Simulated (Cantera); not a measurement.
Hydrocarbon pyrolysis for carbon deposition

A perfectly stirred reactor is fed with C₂H₆ : N₂ = 1 : 130 (molar parts), at 2.93 Torr; it is held at 1648 K, and followed from long to short residence time.

Model: GRI-Mech 3.0 (53 species, 325 reactions), integrated in Cantera. GRI-Mech 3.0 stops at C3 and has no aromatics, soot or wall deposition, so with more carbon than oxygen in the feed, carbon stays in small species such as C2H2 where larger ones or solid carbon would form. Radical loss at walls, strong at low pressure, is not modelled.

```json
[
 {"τ (s)": "5.4", "x C₂H₆": "5.40e-6", "x H": "0.000264", "x HCN": "0.000206", "x CH₃": "0.000148", "x CH₄": "0.000386", "x C₂H₂": "0.00711", "x CH₂": "2.02e-6"},
 {"τ (s)": "1.7", "x C₂H₆": "1.63e-5", "x H": "0.000296", "x HCN": "0.000124", "x CH₃": "0.000263", "x CH₄": "0.000580", "x C₂H₂": "0.00692", "x CH₂": "3.50e-6"},
 {"τ (s)": "0.54", "x C₂H₆": "4.78e-5", "x H": "0.000338", "x HCN": "7.45e-5", "x CH₃": "0.000466", "x CH₄": "0.000823", "x C₂H₂": "0.00653", "x CH₂": "5.81e-6"},
 {"τ (s)": "0.17", "x C₂H₆": "0.000140", "x H": "0.000386", "x HCN": "4.32e-5", "x CH₃": "0.000832", "x CH₄": "0.00107", "x C₂H₂": "0.00577", "x CH₂": "9.15e-6"},
 {"τ (s)": "0.055", "x C₂H₆": "0.000394", "x H": "0.000427", "x HCN": "2.40e-5", "x CH₃": "0.00145", "x CH₄": "0.00119", "x C₂H₂": "0.00443", "x CH₂": "1.32e-5"},
 {"τ (s)": "0.017", "x C₂H₆": "0.00113", "x H": "0.000431", "x HCN": "1.16e-5", "x CH₃": "0.00242", "x CH₄": "0.000968", "x C₂H₂": "0.00239", "x CH₂": "1.66e-5"},
 {"τ (s)": "0.0055", "x C₂H₆": "0.00286", "x H": "0.000340", "x HCN": "4.08e-6", "x CH₃": "0.00319", "x CH₄": "0.000460", "x C₂H₂": "0.000625", "x CH₂": "1.56e-5"},
 {"τ (s)": "0.0017", "x C₂H₆": "0.00555", "x H": "0.000148", "x HCN": "4.99e-7", "x CH₃": "0.00248", "x CH₄": "9.77e-5", "x C₂H₂": "3.03e-5", "x CH₂": "7.28e-6"}
]
```
x: mole fraction; the columns are a selection and need not sum to one.
